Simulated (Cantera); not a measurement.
An adiabatic, constant-pressure homogeneous reactor starts with 19.0 % H2, 11.4 % O2, 69.6 % N2, at 1025 K and 1.00 bar.

Model: GRI-Mech 3.0 (53 species, 325 reactions), integrated in Cantera.

Predict: time of steepest temperature rise; temperature at 2.00 s; equilibrium temperature; x(H2) at 2.00 s; x(O2) at 2.00 s; x(NO) at 2.00 s; x(O) at 2.00 s; x(NO2) at 2.00 s; x(H2O2) at 2.00 s.


```
Property                                                              Result
---------------------------------  -----------------------------------------
time of steepest temperature rise                                   0.266 ms
temperature at 2.00 s                                                 2322 K
equilibrium temperature                                               2322 K
x(H2) at 2.00 s                      0.00347 (gas-phase equilibrium 0.00347)
x(O2) at 2.00 s                        0.0188 (gas-phase equilibrium 0.0188)
x(NO) at 2.00 s                      0.00485 (gas-phase equilibrium 0.00485)
x(O) at 2.00 s                     0.000776 (gas-phase equilibrium 0.000776)
x(NO2) at 2.00 s                     1.58e-6 (gas-phase equilibrium 1.58e-6)
x(H2O2) at 2.00 s                    1.29e-7 (gas-phase equilibrium 1.29e-7)
```
